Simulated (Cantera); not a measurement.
Charge: 1 mol C2F6, 1.2 mol H2, at 675 °C and 2.00 Pa.

Method: chemical equilibrium by Gibbs-energy minimisation in Cantera with the NASA 1993 tables (ideal gas, pure condensed phases). Candidate condensed phases: C, C6H6, C7H8, C8H18; 95 gas species. The feed counts by its element totals alone. Gases not in the tables: C2F6 and larger saturated fluorocarbons. The numbers say what is thermodynamically allowed, not how fast it happens.

Problem. What is the equilibrium state?

Solution. 
```json
{
  "x(HF)": "0.727",
  "x(CF4)": "0.273",
  "n(C(graphite))": "1.10 mol",
  "gas_amount": "3.300 mol"
}
```
